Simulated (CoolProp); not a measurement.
Properties of acetone at several states (Tc = 508.1 K, pc = 4.692 MPa, ω = 0.307).

Model: reference Helmholtz-energy equation of state, Lemmon 2006, in CoolProp. It is a short technical equation, of lower accuracy than the large ones.

```csv
T (K),p (MPa),phase,density (kg/m³),cp (kJ/(kg K))
426.4,4.89,liquid,(withheld),(withheld)
474.1,22.3,liquid,(withheld),(withheld)
445.2,0.0761,gas,1.207,(withheld)
341.2,0.555,liquid,(withheld),(withheld)
```

Task: Fill in the missing entries.

Result: 
- 426.4, density (kg/m³): 627.9
- 426.4, cp (kJ/(kg K)): 2.603
- 474.1, density (kg/m³): 615.4
- 474.1, cp (kJ/(kg K)): 2.581
- 445.2, cp (kJ/(kg K)): 1.734
- 341.2, density (kg/m³): 735.2
- 341.2, cp (kJ/(kg K)): 2.266
